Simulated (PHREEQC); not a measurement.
Solution (25 °C): 0.082 mol MnSO4, 0.0049 mol NiCl2, 0.00012 mol HCl and 0.11 mol NaCl per kg of water. Closed to the air; pH follows from the charge balance.

The numbers come from PHREEQC with the ion-association model, wateq4f.dat.

Each row changes one thing in this solution. No solid was allowed to form.

```
case                                                  pH  ionic strength (mol/kgw)  Cl- (mol/kgw)  Na+ (mol/kgw)  SO4-2 (mol/kgw)  NaSO4- (mol/kgw)  SI of Mirabilite (Na2SO4:10H2O)  SI of Halite (NaCl)
--------------------------------------------  ----------  ------------------------  -------------  -------------  ---------------  ----------------  -------------------------------  -------------------
as made                                             4.38                     0.312          0.113          0.104           0.0471           0.00610                            -3.09                -3.82
NiCl2 left out                                      4.39                     0.302          0.104          0.104           0.0479           0.00625                            -3.08                -3.86
temperature from 25 to 30 °C                        4.40                     0.308          0.113          0.104           0.0460           0.00610                            -3.34                -3.83
temperature from 25 to 75 °C                        4.67                (withheld)          0.115          0.104           0.0383           0.00595                            -5.24                -3.94
diluted 5-fold with water                     (withheld)                    0.0704         0.0235         0.0215           0.0114          0.000507                            -4.74                -5.08
diluted 100-fold with water                         5.96                   0.00427     (withheld)        0.00110         0.000754           3.14e-6                            -8.11                -7.53
MnSO4 replaced by K2SO4 at the same molality        4.44                     0.319          0.120          0.103           0.0583        (withheld)                            -3.02                -3.80
NiCl2 replaced by PbCl2 at the same molality        4.38                     0.308          0.112          0.104           0.0463           0.00602                            -3.10                -3.82
```

**Question.** What belongs in the gaps?

**Answer.** 
- temperature from 25 to 75 °C, ionic strength (mol/kgw): 0.280
- diluted 5-fold with water, pH: 4.87
- diluted 100-fold with water, Cl- (mol/kgw): 0.00120
- MnSO4 replaced by K2SO4 at the same molality, NaSO4- (mol/kgw): 0.00740

Some of these states are supersaturated (in Anglesite, Larnakite, for instance). Away from 25 °C the constants follow the database's enthalpies or fits; those with neither stay at their 25 °C values.
